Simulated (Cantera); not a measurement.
Input (Python, Cantera):

```python
import numpy as np
import cantera as ct

gas = ct.Solution("SiF4_NH3_mec.yaml", "gas")
gas.TPX = 2325, 10000, {'NH3': 1, 'N2': 0.14}
reactor = ct.IdealGasConstPressureReactor(gas, energy="off", clone=False)
net = ct.ReactorNet([reactor])
net.rtol, net.atol = 1e-08, 1e-18
show = ['NH3', 'H2', 'N', 'NH', 'NH2', 'N2']
times = np.geomspace(1e-05, 40, 12)

steps = ct.SolutionArray(gas, extra=["t"])
rows = []
print(f"{'t/s':>10s}{'T/K':>9s}{'P/Pa':>11s}" + "".join(f"{s:>11s}" for s in show))
for t in times:
    while net.time < t:
        t_next = net.step()
        steps.append(gas.state, t=t_next)
    rows.append([np.interp(t, steps.t, y) for y in (steps.T, steps.P, *steps(*show).X.T)])
    print(f"{t:10.3e}{rows[-1][0]:9.1f}{rows[-1][1]:11.4g}" + "".join(f"{x:11.3e}" for x in rows[-1][2:]))
rate = np.gradient(steps.T, steps.t)
print("integrator steps:", len(steps.t))
if steps.T.max() > steps.T[0] + 200:
    print(f"time of steepest temperature rise: {steps.t[rate.argmax()]:.4e} s")
gas.TPX = 2325, 10000, {'NH3': 1, 'N2': 0.14}
gas.equilibrate("TP")
print(f"equilibrium (TP): T = {gas.T:.1f} K  " + "  ".join(f"{s} {gas[s].X[0]:.3e}" for s in show))
```

Output:

```
       t/s      T/K       P/Pa        NH3         H2          N         NH        NH2         N2
 1.000e-05   2325.0      1e+04  8.766e-01  1.882e-04  2.279e-10  2.751e-07  3.807e-04  1.228e-01
 3.983e-05   2325.0      1e+04  8.750e-01  7.849e-04  1.649e-08  6.378e-06  1.508e-03  1.227e-01
 1.586e-04   2325.0      1e+04  8.676e-01  4.538e-03  2.271e-07  4.643e-05  4.738e-03  1.230e-01
 6.318e-04   2325.0      1e+04  8.334e-01  3.125e-02  1.255e-06  7.606e-05  5.541e-03  1.295e-01
 2.516e-03   2325.0      1e+04  7.129e-01  1.281e-01  3.999e-06  9.463e-05  4.382e-03  1.541e-01
 1.002e-02   2325.0      1e+04  4.135e-01  3.680e-01  7.180e-06  9.652e-05  2.746e-03  2.148e-01
 3.991e-02   2325.0      1e+04  7.667e-02  6.372e-01  8.858e-06  6.032e-05  8.549e-04  2.830e-01
 1.590e-01   2325.0      1e+04  4.059e-05  6.830e-01  3.519e-06  2.615e-06  3.989e-06  2.959e-01
 6.331e-01   2325.0      1e+04  8.173e-07  6.764e-01  1.866e-07  1.004e-07  1.109e-07  2.948e-01
 2.522e+00   2325.0      1e+04  3.872e-07  6.764e-01  8.839e-08  4.757e-08  5.254e-08  2.948e-01
 1.004e+01   2325.0      1e+04  3.832e-07  6.764e-01  8.748e-08  4.708e-08  5.199e-08  2.948e-01
 4.000e+01   2325.0      1e+04  3.832e-07  6.764e-01  8.748e-08  4.708e-08  5.199e-08  2.948e-01
integrator steps: 1867
equilibrium (TP): T = 2325.0 K  NH3 3.832e-07  H2 6.764e-01  N 8.748e-08  NH 4.708e-08  NH2 5.199e-08  N2 2.948e-01
```

Cantera simulation using the gas-phase N/H chemistry of the illustrative SiF4/NH3 mechanism in the Surface Chemkin manual (1991); the numbers are that mechanism's predictions, not measurements. Walls and surfaces, which speed up NH3 decomposition in real reactors, are not modelled.
